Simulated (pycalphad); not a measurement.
Source of the numbers: pycalphad with the COST 507 light-alloy database (1999); pressure 1 atm. No gas phase is included, though pure Ti would boil below 3427 °C. The database dates from 1999; later assessments differ in places, in temperatures and in the compounds included. Kinetics are ignored, which matters at the lower temperatures.

Molar enthalpy of Ti-91.1B (at.%) in equilibrium (SER reference):

| T (°C) | H (kJ/mol) | phases |
|---|---|---|
| 3427 | 120.87 | LIQUID |
| 3277 | 115.96 | LIQUID |
| 3127 | 111.05 | LIQUID |
| 2977 | 106.14 | LIQUID |
| 2827 | 101.23 | LIQUID |
| 2677 | 96.32 | LIQUID |
| 2602 | 93.87 | LIQUID |
| 2527 | 91.42 | LIQUID |
| 2377 | 82.29 | LIQUID + B2M |
| 2227 | 71.85 | LIQUID + B2M |
| 2077 | 64.00 | LIQUID + B2M |
| 2002 | 22.19 | BETA_RHOMBO_B + B2M |
| 1927 | 19.92 | BETA_RHOMBO_B + B2M |
| 1777 | 15.41 | BETA_RHOMBO_B + B2M |
| 1627 | 10.97 | BETA_RHOMBO_B + B2M |
| 1477 | 6.60 | BETA_RHOMBO_B + B2M |
| 1327 | 2.32 | BETA_RHOMBO_B + B2M |
| 1177 | -1.87 | BETA_RHOMBO_B + B2M |
| 1027 | -5.97 | BETA_RHOMBO_B + B2M |
| 877 | -9.95 | BETA_RHOMBO_B + B2M |
| 727 | -13.79 | BETA_RHOMBO_B + B2M |
| 577 | -17.46 | BETA_RHOMBO_B + B2M |
| 427 | -20.92 | BETA_RHOMBO_B + B2M |
| 277 | -24.10 | BETA_RHOMBO_B + B2M |

Cooling from 2527 °C to 2002 °C, across the freezing range, releases 69.2 kJ/mol, or 4910 J/g. The slope is 33 J/(mol K) in the liquid and 30 J/(mol K) just below the solidus, where it includes any heat of precipitation. Liquidus 2461 °C, solidus 2059 °C. Changes were sought between steps of 75 K, so a narrower field can be missed.

Database names, with the compositions (at.%) that they take in these runs: B2M: B 67 Ti 33. BETA_RHOMBO_B is β-boron.
